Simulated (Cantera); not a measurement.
A perfectly stirred reactor is fed with NH3 : H2 = 1 : 14 (molar parts), at 0.918 atm; it is held at 1575 K, and followed from long to short residence time.

Model: the gas-phase N/H chemistry of the illustrative SiF4/NH3 mechanism in the Surface Chemkin manual (1991), integrated in Cantera. Walls and surfaces, which speed up NH3 decomposition in real reactors, are not modelled.

**Question.** What does this change do: temperature 1575 to 2123 K?

**Answer.** 
| quantity | before | after |
|---|---|---|
| x(NH3) at τ = 0.780 s | 0.0663 | 0.00282 |
| x(H2) at τ = 0.780 s | 0.933 | 0.964 |
| x(N2) at τ = 0.780 s | 0.000167 | 0.0299 |
| x(NH2) at τ = 0.780 s | 6.56e-6 | 3.09e-5 |
| x(N2H2) at τ = 0.780 s | 2.37e-9 | 6.06e-9 |
| x(NH3) at τ = 6.70 ms | 0.0667 | 0.0476 |
| x(H2) at τ = 6.70 ms | 0.933 | 0.942 |
| x(N2) at τ = 6.70 ms | 2.42e-7 | 0.00875 |
| x(NH2) at τ = 6.70 ms | 2.92e-6 | 0.000265 |
| x(N2H2) at τ = 6.70 ms | 4.34e-10 | 2.74e-7 |
